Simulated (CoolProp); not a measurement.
Vapour pressure (MPa) of oxygen: the reference equation beside estimates from Tc = -118.6 °C, pc = 5.046 MPa, ω = 0.022.

Computed with CoolProp (reference Helmholtz-energy equation of state, Schmidt 1985).

```json
[
 {"T (°C)": "-192.75", "reference": "0.03179", "Soave-Redlich-Kwong": "0.03050", "Peng-Robinson": "0.03257"},
 {"T (°C)": "-187.65", "reference": "0.06029", "Soave-Redlich-Kwong": "0.05845", "Peng-Robinson": "0.06134"},
 {"T (°C)": "-182.55", "reference": "0.1058", "Soave-Redlich-Kwong": "0.1035", "Peng-Robinson": "0.1071"},
 {"T (°C)": "-177.45", "reference": "0.1740", "Soave-Redlich-Kwong": "0.1715", "Peng-Robinson": "0.1756"},
 {"T (°C)": "-172.35", "reference": "0.2715", "Soave-Redlich-Kwong": "0.2693", "Peng-Robinson": "0.2733"},
 {"T (°C)": "-167.35", "reference": "0.4020", "Soave-Redlich-Kwong": "0.4009", "Peng-Robinson": "0.4041"},
 {"T (°C)": "-162.25", "reference": "0.5779", "Soave-Redlich-Kwong": "0.5789", "Peng-Robinson": "0.5804"},
 {"T (°C)": "-157.15", "reference": "0.8043", "Soave-Redlich-Kwong": "0.8088", "Peng-Robinson": "0.8077"},
 {"T (°C)": "-152.05", "reference": "1.089", "Soave-Redlich-Kwong": "1.098", "Peng-Robinson": "1.094"},
 {"T (°C)": "-146.95", "reference": "1.440", "Soave-Redlich-Kwong": "1.456", "Peng-Robinson": "1.447"},
 {"T (°C)": "-141.85", "reference": "1.865", "Soave-Redlich-Kwong": "1.889", "Peng-Robinson": "1.876"},
 {"T (°C)": "-136.85", "reference": "2.363", "Soave-Redlich-Kwong": "2.394", "Peng-Robinson": "2.378"},
 {"T (°C)": "-131.75", "reference": "2.962", "Soave-Redlich-Kwong": "3.000", "Peng-Robinson": "2.982"},
 {"T (°C)": "-126.65", "reference": "3.667", "Soave-Redlich-Kwong": "3.704", "Peng-Robinson": "3.689"}
]
```

Absolute difference from the reference over all 14 rows, mean and median: Soave-Redlich-Kwong 1.4 and 1.2 %, Peng-Robinson 0.8 and 0.6 %.
